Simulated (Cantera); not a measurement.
An adiabatic, constant-volume homogeneous reactor starts with C3H8 : O2 : N2 : H2O = 1 : 2.94 : 11.1 : 0.95 (molar parts), at 1175 K and 100000 Pa. Integrator tolerance rtol = 1e-08.

Model: GRI-Mech 3.0 (53 species, 325 reactions), integrated in Cantera. GRI-Mech 3.0 was tuned for natural gas; its chemistry of propane as a main component is partial and can be far from experiment.

**Question.** What does this change do: pressure from 100000 Pa to 870000 Pa?

**Answer.** 
| quantity | before | after |
|---|---|---|
| time of steepest temperature rise | 11.1 ms | 3.04 ms |
| temperature at 1.00 s | 2709 K | 2783 K |
| equilibrium temperature | 2709 K | 2783 K |
| x(C3H8) at 1.00 s | <1e-12 (gas-phase equilibrium <1e-12) | <1e-12 (gas-phase equilibrium <1e-12) |
| x(O2) at 1.00 s | 0.000265 (gas-phase equilibrium 0.000265) | 5.64e-5 (gas-phase equilibrium 5.64e-5) |
| x(H2O) at 1.00 s | 0.160 (gas-phase equilibrium 0.160) | 0.165 (gas-phase equilibrium 0.165) |
| x(CH2) at 1.00 s | 2.71e-12 (gas-phase equilibrium 2.90e-12) | 3.17e-11 (gas-phase equilibrium 3.45e-11) |
| x(CO2) at 1.00 s | 0.0326 (gas-phase equilibrium 0.0326) | 0.0326 (gas-phase equilibrium 0.0326) |

**Question.** What does this change do: pressure from 100000 Pa to 82000 Pa?

**Answer.** 
```
quantity                                                              before                                      after
---------------------------------  -----------------------------------------  -----------------------------------------
time of steepest temperature rise                                    11.1 ms                                    12.2 ms
temperature at 1.00 s                                                 2709 K                                     2700 K
equilibrium temperature                                               2709 K                                     2700 K
x(C3H8) at 1.00 s                      <1e-12 (gas-phase equilibrium <1e-12)      <1e-12 (gas-phase equilibrium <1e-12)
x(O2) at 1.00 s                    0.000265 (gas-phase equilibrium 0.000265)  0.000299 (gas-phase equilibrium 0.000299)
x(H2O) at 1.00 s                         0.160 (gas-phase equilibrium 0.160)        0.159 (gas-phase equilibrium 0.159)
x(CH2) at 1.00 s                   2.71e-12 (gas-phase equilibrium 2.90e-12)  2.14e-12 (gas-phase equilibrium 2.29e-12)
x(CO2) at 1.00 s                       0.0326 (gas-phase equilibrium 0.0326)      0.0326 (gas-phase equilibrium 0.0326)
```
